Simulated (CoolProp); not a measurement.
Vapour-liquid equilibrium of acetone (1) + dimethyl carbonate (2) at 0.403 bar; x and y are mole fractions of (1).

Values from CoolProp's multi-fluid Helmholtz-energy mixture model, Lemmon 2006 and Zhou 2011; pair parameters Bell 2016.

| x | bubble temperature (°C) | y at the bubble point | dew temperature at overall composition x (°C) | liquid density (mol/L) |
|---|---|---|---|---|
| 0.05 | 60.4 | 0.162 | 62.7 | 11.34 |
| 0.15 | 55.0 | 0.388 | 60.6 | 11.56 |
| 0.25 | 50.8 | 0.541 | 58.4 | 11.78 |
| 0.35 | 47.2 | 0.653 | 56.0 | 11.99 |
| 0.45 | 44.2 | 0.739 | 53.4 | 12.20 |
| 0.55 | 41.4 | 0.809 | 50.5 | 12.41 |
| 0.65 | 38.9 | 0.866 | 47.3 | 12.62 |
| 0.75 | 36.6 | 0.913 | 43.8 | 12.83 |
| 0.85 | 34.4 | 0.953 | 39.6 | 13.05 |
| 0.95 | 32.4 | 0.986 | 34.6 | 13.27 |

No azeotrope shows between x = 0.05 and 0.95.

The pair parameters rest on a limited set of measurements; away from them the model extrapolates.
